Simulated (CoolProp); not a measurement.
Octamethyltrisiloxane (MDM) along the isobar 751 kPa: fugacity coefficient from the reference equation and from simpler models built on Tc = 292.2 °C, pc = 1438 kPa, ω = 0.528; each cubic takes its own stable root.

Values from CoolProp's reference Helmholtz-energy equation of state, Thol 2017.

```json
[
 {"T (°C)": "-29.35", "phase": "liquid", "reference": "7.433e-6", "van der Waals": "0.02123", "Redlich-Kwong": "0.0004841", "Soave-Redlich-Kwong": "9.856e-6", "Peng-Robinson": "1.259e-5"},
 {"T (°C)": "17.95", "phase": "liquid", "reference": "0.0004512", "van der Waals": "0.07143", "Redlich-Kwong": "0.007093", "Soave-Redlich-Kwong": "0.0004971", "Peng-Robinson": "0.0005599"},
 {"T (°C)": "65.25", "phase": "liquid", "reference": "0.006732", "van der Waals": "0.1691", "Redlich-Kwong": "0.04073", "Soave-Redlich-Kwong": "0.006888", "Peng-Robinson": "0.007223"},
 {"T (°C)": "112.55", "phase": "liquid", "reference": "0.04306", "van der Waals": "0.3200", "Redlich-Kwong": "0.1351", "Soave-Redlich-Kwong": "0.04320", "Peng-Robinson": "0.04350"},
 {"T (°C)": "159.85", "phase": "liquid", "reference": "0.1598", "van der Waals": "0.5192", "Redlich-Kwong": "0.3166", "Soave-Redlich-Kwong": "0.1608", "Peng-Robinson": "0.1585"},
 {"T (°C)": "207.25", "phase": "liquid", "reference": "0.4105", "van der Waals": "0.7530", "Redlich-Kwong": "0.5860", "Soave-Redlich-Kwong": "0.4162", "Peng-Robinson": "0.4062"},
 {"T (°C)": "254.55", "phase": "gas", "reference": "0.7716", "van der Waals": "0.8172", "Redlich-Kwong": "0.7878", "Soave-Redlich-Kwong": "0.7737", "Peng-Robinson": "0.7579"},
 {"T (°C)": "301.85", "phase": "gas", "reference": "0.8390", "van der Waals": "0.8523", "Redlich-Kwong": "0.8352", "Soave-Redlich-Kwong": "0.8380", "Peng-Robinson": "0.8222"}
]
```
